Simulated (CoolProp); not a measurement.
Vapour-liquid equilibrium of dimethyl ether (1) + methanol (2) at 0.474 MPa; x and y are mole fractions of (1).

Computed with CoolProp (multi-fluid Helmholtz-energy mixture model, Wu 2011 and de Reuck 1993; pair parameters Bell 2016).

```json
[
 {"x": "0.05", "bubble temperature (K)": "364.4", "y at the bubble point": "0.442", "dew temperature at overall composition x (K)": "381.0", "liquid density (mol/L)": "21.82"},
 {"x": "0.125", "bubble temperature (K)": "342.6", "y at the bubble point": "(withheld)", "dew temperature at overall composition x (K)": "378.2", "liquid density (mol/L)": "21.58"},
 {"x": "0.2", "bubble temperature (K)": "328.4", "y at the bubble point": "0.865", "dew temperature at overall composition x (K)": "375.4", "liquid density (mol/L)": "21.12"},
 {"x": "0.275", "bubble temperature (K)": "319.3", "y at the bubble point": "0.913", "dew temperature at overall composition x (K)": "372.3", "liquid density (mol/L)": "20.54"},
 {"x": "0.35", "bubble temperature (K)": "313.2", "y at the bubble point": "0.937", "dew temperature at overall composition x (K)": "368.9", "liquid density (mol/L)": "19.90"},
 {"x": "0.425", "bubble temperature (K)": "308.9", "y at the bubble point": "0.951", "dew temperature at overall composition x (K)": "365.3", "liquid density (mol/L)": "19.24"},
 {"x": "0.5", "bubble temperature (K)": "(withheld)", "y at the bubble point": "0.960", "dew temperature at overall composition x (K)": "361.3", "liquid density (mol/L)": "18.57"},
 {"x": "0.575", "bubble temperature (K)": "303.1", "y at the bubble point": "0.967", "dew temperature at overall composition x (K)": "356.7", "liquid density (mol/L)": "17.92"},
 {"x": "0.65", "bubble temperature (K)": "300.9", "y at the bubble point": "0.972", "dew temperature at overall composition x (K)": "(withheld)", "liquid density (mol/L)": "17.28"},
 {"x": "0.725", "bubble temperature (K)": "298.8", "y at the bubble point": "0.977", "dew temperature at overall composition x (K)": "345.2", "liquid density (mol/L)": "16.66"},
 {"x": "0.8", "bubble temperature (K)": "296.8", "y at the bubble point": "0.983", "dew temperature at overall composition x (K)": "337.4", "liquid density (mol/L)": "16.07"},
 {"x": "0.875", "bubble temperature (K)": "294.6", "y at the bubble point": "0.988", "dew temperature at overall composition x (K)": "326.7", "liquid density (mol/L)": "15.50"},
 {"x": "0.95", "bubble temperature (K)": "292.4", "y at the bubble point": "0.995", "dew temperature at overall composition x (K)": "309.1", "liquid density (mol/L)": "14.96"}
]
```

Q: Some entries are withheld; supply them.

A: 
- 0.125, y at the bubble point: 0.752
- 0.5, bubble temperature (K): 305.7
- 0.65, dew temperature at overall composition x (K): 351.4

No azeotrope shows between x = 0.05 and 0.95.

The pair parameters rest on a limited set of measurements; away from them the model extrapolates. With so large a gap from Raoult's law the liquid may split in two, which this calculation doesn't test in full.
